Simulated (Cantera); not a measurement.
A perfectly stirred reactor is fed with 5.65 % CH₄, 19.8 % O₂, 74.5 % N₂, equivalence ratio 0.57, at 1000000 Pa; it is adiabatic with a 425 K inlet, and is followed from long to short residence time, starting on the burning branch (τ in s: 0.26, 0.064, 0.015, 0.0037, 0.00089, 0.00021, 5.2e-05, 1.2e-05, 3e-06).

Model: GRI-Mech 3.0 (53 species, 325 reactions), integrated in Cantera.

Q: Predict: blow-out, bracketed by the residence times tried; x(CH₄) at τ = 0.260 s; x(O₂) at τ = 0.260 s; x(NO) at τ = 0.260 s; x(N₂O) at τ = 0.260 s; x(O) at τ = 0.260 s; x(CH₄) at τ = 0.890 ms; x(O₂) at τ = 0.890 ms; x(NO) at τ = 0.890 ms; x(N₂O) at τ = 0.890 ms; x(O) at τ = 0.890 ms.

A: blow-out, bracketed by the residence times tried: burning at 0.890 ms, out at 0.210 ms
x(CH₄) at τ = 0.260 s: 3.09e-6
x(O₂) at τ = 0.260 s: 0.0852
x(NO) at τ = 0.260 s: 7.67e-6
x(N₂O) at τ = 0.260 s: 4.30e-7
x(O) at τ = 0.260 s: 6.04e-6
x(CH₄) at τ = 0.890 ms: 0.000310
x(O₂) at τ = 0.890 ms: 0.0877
x(NO) at τ = 0.890 ms: 1.47e-6
x(N₂O) at τ = 0.890 ms: 2.24e-6
x(O) at τ = 0.890 ms: 6.76e-5
